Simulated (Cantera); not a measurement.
Carbothermic reduction: PbO + CO

Charge: 1 mol PbO, a varied amount of CO, equilibrated at 1.80 bar.

These are equilibrium values from Cantera (NASA tables, ideal gas, pure condensed phases), not measurements of a reactor. Candidate condensed phases: C, Pb, PbO, PbO2, Pb3O4; 15 gas species. Rates play no part.

Question: Map the stable condensed phases over T = 1250, 1350, 1450, 1550, 1650, 1750, 1850, 1950, 2050, 2150, 2250, 2350 K and n(CO) in mol = 1.2, 1.5, 2.1, 2.8, 3.7, 4.9, 6.6, 8.8, 12, 16.

Answer: 
```
T in K \ n(CO) in mol
         1.2 1.5 2.1 2.8 3.7 4.9 6.6 8.8  12  16
   2350    A   A   A   A   A   A   A   A   A   A
   2250    A   A   A   A   A   A   A   A   A   A
   2150    A   A   A   A   A   A   A   A   A   A
   2050    A   A   A   A   A   A   A   A   A   A
   1950    B   B   A   A   A   A   A   A   A   A
   1850    B   B   B   B   B   A   A   A   A   A
   1750    B   B   B   B   B   B   B   A   A   A
   1650    B   B   B   B   B   B   B   B   B   B
   1550    B   B   B   B   B   B   B   B   B   B
   1450    B   B   B   B   B   B   B   B   B   B
   1350    B   B   B   B   B   B   B   B   B   B
   1250    B   B   B   B   B   B   B   B   B   B
```
A: gas only; B: Pb.
